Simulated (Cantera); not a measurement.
Halide evaporation, hydrolysis and transport: CaCl2 + O2 + N2 + H2O

Input: 1 mol CaCl2, 0.17 mol O2, 5.6 mol N2, 13 mol H2O, held at 1748 K.

Method: chemical equilibrium by Gibbs-energy minimisation in Cantera with the NASA 1993 tables (ideal gas, pure condensed phases). Candidate condensed phases: Ca, CaCl2, CaO, Ca(OH)2, H2O, NH4Cl; 36 gas species. Condensed phases not in the tables: oxide chlorides. Rates play no part.

From 1.00e-6 bar to 1.00 bar the condensed part is CaO(s). The main Ca-bearing gas is CaCl2 throughout. The share of Ca in condensed phases is highest at 1.00e-6 bar (91.5 %) and lowest at 1.00 bar (86.1 %).

| P (Pa) | x H2O | x N2 | x HCl | x H2 | x H | x O2 | x Cl | x OH | x O | n CaO(s) |
|---|---|---|---|---|---|---|---|---|---|---|
| 0.100 | 0.447 | 0.253 | 0.0507 | 0.0740 | 0.0622 | 0.0390 | 0.0329 | 0.0219 | 0.0145 | 0.915 |
| 0.720 | 0.537 | 0.270 | 0.0661 | 0.0429 | 0.0176 | 0.0232 | 0.0210 | 0.0129 | 0.00416 | 0.900 |
| 5.20 | 0.579 | 0.277 | 0.0752 | 0.0217 | 0.00467 | 0.0146 | 0.0125 | 0.00727 | 0.00123 | 0.884 |
| 37 | 0.599 | 0.280 | 0.0803 | 0.00995 | 0.00118 | 0.0105 | 0.00738 | 0.00416 | 0.000390 | 0.874 |
| 270 | 0.608 | 0.282 | 0.0831 | 0.00410 | 0.000282 | 0.00870 | 0.00440 | 0.00243 | 0.000132 | 0.868 |
| 1900 | 0.612 | 0.283 | 0.0846 | 0.00161 | 6.65e-5 | 0.00813 | 0.00270 | 0.00147 | 4.80e-5 | 0.865 |
| 14000 | 0.613 | 0.283 | 0.0855 | 0.000598 | 1.49e-5 | 0.00804 | 0.00165 | 0.000893 | 1.76e-5 | 0.862 |
| 100000 | 0.614 | 0.283 | 0.0860 | 0.000223 | 3.41e-6 | 0.00810 | 0.00102 | 0.000548 | 6.60e-6 | 0.861 |
x: gas mole fraction; n: condensed amount in mol.
